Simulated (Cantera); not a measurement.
## Catalytic combustion on Pt

An isothermal plug-flow reactor at 1200 K and 760 Torr (inlet), inlet velocity 2 m/s, active area per volume 870 1/m; feed CH4 : O2 : N2 : H2O = 0.0027 : 0.012 : 0.79 : 0.077 (molar parts).

Model: Deutschmann's 1995 Pt surface mechanism with GRI-Mech 3.0 gas chemistry, integrated in Cantera. Catalytic surfaces can have several steady states; this one follows from the mechanism file's or the stated starting coverage. Mass transfer to the wall is taken as infinitely fast.

| z (m) | x CH4 | x O2 | x H2O | x CO2 | x CO | θ free Pt | θ O* | θ OH* |
|---|---|---|---|---|---|---|---|---|
| 7.2e-05 | 0.00298 | 0.0134 | 0.0875 | 7.58e-5 | 5.59e-6 | 0.568 | 0.428 | 0.00367 |
| 0.00012 | 0.00292 | 0.0133 | 0.0876 | 0.000129 | 5.71e-6 | 0.569 | 0.428 | 0.00367 |
| 0.0002 | 0.00283 | 0.0132 | 0.0878 | 0.000216 | 5.58e-6 | 0.569 | 0.427 | 0.00367 |
| 0.00033 | 0.00269 | 0.0129 | 0.0881 | 0.000352 | 5.33e-6 | 0.571 | 0.426 | 0.00368 |
| 0.00056 | 0.00245 | 0.0124 | 0.0885 | 0.000577 | 4.90e-6 | 0.573 | 0.424 | 0.00369 |
| 0.00093 | 0.00212 | 0.0118 | 0.0892 | 0.000903 | 4.27e-6 | 0.576 | 0.421 | 0.00370 |
| 0.0015 | 0.00168 | 0.0109 | 0.0900 | 0.00132 | 3.44e-6 | 0.580 | 0.417 | 0.00371 |
| 0.0026 | 0.00107 | 0.00975 | 0.0912 | 0.00192 | 2.24e-6 | 0.586 | 0.411 | 0.00372 |
| 0.0043 | 0.000520 | 0.00868 | 0.0923 | 0.00245 | 1.13e-6 | 0.592 | 0.405 | 0.00374 |
| 0.0072 | 0.000150 | 0.00794 | 0.0930 | 0.00282 | 3.55e-7 | 0.596 | 0.400 | 0.00374 |
x: gas mole fraction; θ: surface coverage.
